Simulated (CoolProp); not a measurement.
Vapour-liquid equilibrium of ethane (1) + CHF3 (R23) (2) at -14.95 °C; x and y are mole fractions of (1).

The numbers come from the multi-fluid Helmholtz-energy mixture model, Bücker 2006 and Penoncello 2003; pair parameters Bell 2016 in CoolProp.

```json
[
 {"x": "0.05", "bubble pressure, mixture model (MPa)": "1.858", "bubble pressure, Raoult's law (MPa)": "1.629", "y, mixture model": "?", "y, Raoult's law": "0.050"},
 {"x": "0.15", "bubble pressure, mixture model (MPa)": "?", "bubble pressure, Raoult's law (MPa)": "1.629", "y, mixture model": "0.279", "y, Raoult's law": "0.150"},
 {"x": "0.25", "bubble pressure, mixture model (MPa)": "?", "bubble pressure, Raoult's law (MPa)": "1.630", "y, mixture model": "0.363", "y, Raoult's law": "0.250"},
 {"x": "0.35", "bubble pressure, mixture model (MPa)": "2.409", "bubble pressure, Raoult's law (MPa)": "1.630", "y, mixture model": "0.422", "y, Raoult's law": "0.350"},
 {"x": "0.45", "bubble pressure, mixture model (MPa)": "2.446", "bubble pressure, Raoult's law (MPa)": "1.630", "y, mixture model": "0.472", "y, Raoult's law": "0.450"},
 {"x": "0.55", "bubble pressure, mixture model (MPa)": "2.442", "bubble pressure, Raoult's law (MPa)": "1.630", "y, mixture model": "0.520", "y, Raoult's law": "0.550"},
 {"x": "0.65", "bubble pressure, mixture model (MPa)": "2.398", "bubble pressure, Raoult's law (MPa)": "1.631", "y, mixture model": "?", "y, Raoult's law": "0.650"},
 {"x": "0.75", "bubble pressure, mixture model (MPa)": "2.303", "bubble pressure, Raoult's law (MPa)": "1.631", "y, mixture model": "0.636", "y, Raoult's law": "0.750"},
 {"x": "0.85", "bubble pressure, mixture model (MPa)": "2.130", "bubble pressure, Raoult's law (MPa)": "1.631", "y, mixture model": "0.726", "y, Raoult's law": "0.850"},
 {"x": "0.95", "bubble pressure, mixture model (MPa)": "1.840", "bubble pressure, Raoult's law (MPa)": "1.632", "y, mixture model": "0.876", "y, Raoult's law": "0.950"}
]
```

Q: Complete the blanks.

A: 
- 0.05, y, mixture model: 0.130
- 0.15, bubble pressure, mixture model (MPa): 2.159
- 0.25, bubble pressure, mixture model (MPa): 2.323
- 0.65, y, mixture model: 0.572

The largest gap from Raoult's law is +50.1 % in bubble pressure, at x = 0.45. y crosses x between x = 0.45 and 0.55: the model has an azeotrope there.

The pair parameters rest on a limited set of measurements; away from them the model extrapolates. With so large a gap from Raoult's law the liquid may split in two, which this calculation doesn't test in full.
